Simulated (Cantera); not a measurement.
What does this Cantera script print?

```python
import numpy as np
import cantera as ct

gas = ct.Solution("gri30.yaml")
gas.TPX = 600, 810000, {'C2H6': 1, 'O2': 4.67, 'N2': 17.5, 'H2O': 0.85}
inlet = ct.Reservoir(gas, clone=True)
gas.equilibrate("HP")  # start burning
reactor = ct.IdealGasConstPressureReactor(gas, energy="on", clone=False)
exhaust = ct.Reservoir(gas, clone=True)
tau = [0.28, 0.12, 0.056, 0.025, 0.011, 0.0051, 0.0023, 0.001, 0.00047, 0.00021, 9.6e-05, 4.3e-05, 1.9e-05][0]
for a, b in ((inlet, reactor), (reactor, exhaust)):
    ct.MassFlowController(a, b, mdot=lambda t: reactor.mass / tau)
net = ct.ReactorNet([reactor])
show = ['C2H6', 'O2', 'H2O', 'CH3', 'CH2CO']

rows = []
print(f"{'tau/s':>10s}{'T/K':>9s}" + "".join(f"{s:>11s}" for s in show))
for tau in [0.28, 0.12, 0.056, 0.025, 0.011, 0.0051, 0.0023, 0.001, 0.00047, 0.00021, 9.6e-05, 4.3e-05, 1.9e-05]:
    net.initial_time = 0.0
    net.advance(30 * tau)
    before = gas.X
    net.advance(40 * tau)
    drift = np.max(np.abs(gas.X - before) / (gas.X + 1e-9))
    rows.append([gas.T, *gas[show].X, drift])
    print(f"{tau:10.3e}{gas.T:9.1f}" + "".join(f"{x:11.3e}" for x in gas[show].X))
```

Result:

```
     tau/s      T/K       C2H6         O2        H2O        CH3      CH2CO
 2.800e-01   2124.7  2.805e-08  4.632e-02  1.558e-01  6.260e-08  2.583e-08
 1.200e-01   2126.2  6.440e-08  4.675e-02  1.557e-01  1.433e-07  5.996e-08
 5.600e-02   2127.0  1.358e-07  4.706e-02  1.557e-01  2.984e-07  1.280e-07
 2.500e-02   2126.8  2.976e-07  4.729e-02  1.556e-01  6.332e-07  2.860e-07
 1.100e-02   2125.2  6.516e-07  4.746e-02  1.555e-01  1.297e-06  6.470e-07
 5.100e-03   2121.7  1.325e-06  4.764e-02  1.553e-01  2.369e-06  1.380e-06
 2.300e-03   2114.9  2.673e-06  4.790e-02  1.549e-01  4.086e-06  2.971e-06
 1.000e-03   2102.8  5.386e-06  4.838e-02  1.542e-01  6.845e-06  6.393e-06
 4.700e-04   2085.5  9.979e-06  4.912e-02  1.533e-01  1.101e-05  1.227e-05
 2.100e-04   2057.8  1.928e-05  5.044e-02  1.519e-01  1.948e-05  2.347e-05
 9.600e-05   2017.7  3.773e-05  5.262e-02  1.502e-01  3.709e-05  4.280e-05
 4.300e-05   1954.3  8.308e-05  5.672e-02  1.480e-01  8.051e-05  8.174e-05
 1.900e-05    600.0  4.163e-02  1.944e-01  3.539e-02  1.529e-22 -6.811e-17
```

Computed with Cantera and GRI-Mech 3.0 (53 species, 325 reactions).
